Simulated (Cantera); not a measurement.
**Ammonia decomposition in nitride growth gas**

An isothermal, constant-pressure homogeneous reactor starts with NH3 : N2 = 1 : 0.76 (molar parts), at 1700 K and 0.0263 atm.

Cantera simulation using the gas-phase N/H chemistry of the illustrative SiF4/NH3 mechanism in the Surface Chemkin manual (1991); the numbers are that mechanism's predictions, not measurements. Walls and surfaces, which speed up NH3 decomposition in real reactors, are not modelled.

```tsv
t (s)	x NH3	x N2H2	x N2	x N	x H2	x H	x N2H4
4.00e-5	0.568	<1e-12	0.432	<1e-12	1.16e-7	1.91e-8	<1e-12
9.49e-5	0.568	1.01e-12	0.432	<1e-12	3.02e-7	1.92e-8	<1e-12
0.000225	0.568	1.24e-11	0.432	<1e-12	7.41e-7	1.92e-8	<1e-12
0.000533	0.568	1.28e-10	0.432	<1e-12	1.78e-6	1.92e-8	2.51e-12
0.00126	0.568	1.06e-9	0.432	<1e-12	4.26e-6	1.92e-8	1.53e-11
0.00300	0.568	7.35e-9	0.432	2.93e-12	1.02e-5	1.97e-8	8.89e-11
0.00711	0.568	4.72e-8	0.432	2.80e-11	2.57e-5	2.29e-8	5.04e-10
0.0169	0.568	2.88e-7	0.432	1.35e-10	8.12e-5	4.36e-8	2.77e-9
0.0400	0.568	1.33e-6	0.432	8.26e-10	0.000437	1.74e-7	1.20e-8
0.0949	0.566	2.29e-6	0.432	3.55e-9	0.00228	6.40e-7	2.00e-8
0.225	0.560	2.30e-6	0.432	9.97e-9	0.00723	1.67e-6	1.94e-8
0.533	0.548	2.22e-6	0.433	2.50e-8	0.0188	3.96e-6	1.76e-8
1.27	0.521	2.04e-6	0.434	5.24e-8	0.0446	8.93e-6	1.50e-8
3.00	0.465	1.67e-6	0.436	8.43e-8	0.0984	1.93e-5	1.17e-8
```
x: mole fraction; the columns are a selection and need not sum to one.

Equilibrium at this temperature and pressure: NH3 2.60e-7, N2H2 <1e-12, N2 0.456, N 2.29e-11, H2 0.543, H 0.000669, N2H4 <1e-12 (gas phase only).
